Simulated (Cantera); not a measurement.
Mixture: H2 : O2 : N2 : H2O = 1 : 0.312 : 1.56 : 0.78 (molar parts), equivalence ratio 1.6, at 930000 Pa, adiabatic and at constant volume. Ignition delay is the time to a rise of 400 K.

Model: GRI-Mech 3.0 (53 species, 325 reactions), integrated in Cantera. The hydrogen kinetics of GRI-Mech 3.0 are dated; newer H2 mechanisms differ, most at raised pressure.

Q: Predict: delay at 1125 K; delay at 1225 K; delay at 1325 K; delay at 1425 K; delay at 1525 K; apparent activation energy between 1475 and 1575 K.

A: 
```json
{
  "delay at 1125 K": "0.946 ms",
  "delay at 1225 K": "0.183 ms",
  "delay at 1325 K": "36.1 µs",
  "delay at 1425 K": "7.66 µs",
  "delay at 1525 K": "3.08 µs",
  "apparent activation energy between 1475 and 1575 K": "130 kJ/mol"
}
```
